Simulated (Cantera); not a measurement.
A perfectly stirred reactor is fed with H2 : O2 : N2 : NO = 1 : 0.515 : 5.1 : 0.02 (molar parts), at 240000 Pa; it is adiabatic with a 750 K inlet, and is followed from long to short residence time, starting on the burning branch (τ in s: 0.11, 0.041, 0.015, 0.0057, 0.0021, 0.0008, 0.0003, 0.00011, 4.1e-05).

Model: GRI-Mech 3.0 (53 species, 325 reactions), integrated in Cantera. The hydrogen kinetics of GRI-Mech 3.0 are dated; newer H2 mechanisms differ, most at raised pressure. The mechanism lacks 2 NO + O2 → 2 NO2 and HONO, so NO2 and the effect of NO are under-described below about 1400 K.

Question: What does this change do: inlet temperature 750 to 550 K?

Answer: 
```json
[
 {"quantity": "blow-out, bracketed by the residence times tried", "before": "burning at 41.0 µs, the shortest tried", "after": "burning at 41.0 µs, the shortest tried"},
 {"quantity": "x(H2) at τ = 0.110 s", "before": "0.00112", "after": "0.000874"},
 {"quantity": "x(O2) at τ = 0.110 s", "before": "0.00302", "after": "0.00300"},
 {"quantity": "x(NO) at τ = 0.110 s", "before": "0.00280", "after": "0.00275"},
 {"quantity": "x(H2O2) at τ = 0.110 s", "before": "5.78e-8", "after": "8.69e-8"},
 {"quantity": "x(NO2) at τ = 0.110 s", "before": "1.15e-6", "after": "1.68e-6"},
 {"quantity": "x(H2) at τ = 2.10 ms", "before": "0.00684", "after": "0.00613"},
 {"quantity": "x(O2) at τ = 2.10 ms", "before": "0.00555", "after": "0.00541"},
 {"quantity": "x(NO) at τ = 2.10 ms", "before": "0.00298", "after": "0.00294"},
 {"quantity": "x(H2O2) at τ = 2.10 ms", "before": "3.18e-7", "after": "5.40e-7"},
 {"quantity": "x(NO2) at τ = 2.10 ms", "before": "7.20e-7", "after": "8.49e-7"}
]
```

Question: What does this change do: pressure from 240000 Pa to 670000 Pa?

Answer: 
```json
[
 {"quantity": "blow-out, bracketed by the residence times tried", "before": "burning at 41.0 µs, the shortest tried", "after": "burning at 41.0 µs, the shortest tried"},
 {"quantity": "x(H2) at τ = 0.110 s", "before": "0.00112", "after": "0.000444"},
 {"quantity": "x(O2) at τ = 0.110 s", "before": "0.00302", "after": "0.00274"},
 {"quantity": "x(NO) at τ = 0.110 s", "before": "0.00280", "after": "0.00287"},
 {"quantity": "x(H2O2) at τ = 0.110 s", "before": "5.78e-8", "after": "5.98e-8"},
 {"quantity": "x(NO2) at τ = 0.110 s", "before": "1.15e-6", "after": "2.62e-6"},
 {"quantity": "x(H2) at τ = 2.10 ms", "before": "0.00684", "after": "0.00332"},
 {"quantity": "x(O2) at τ = 2.10 ms", "before": "0.00555", "after": "0.00404"},
 {"quantity": "x(NO) at τ = 2.10 ms", "before": "0.00298", "after": "0.00279"},
 {"quantity": "x(H2O2) at τ = 2.10 ms", "before": "3.18e-7", "after": "3.31e-7"},
 {"quantity": "x(NO2) at τ = 2.10 ms", "before": "7.20e-7", "after": "2.17e-6"}
]
```
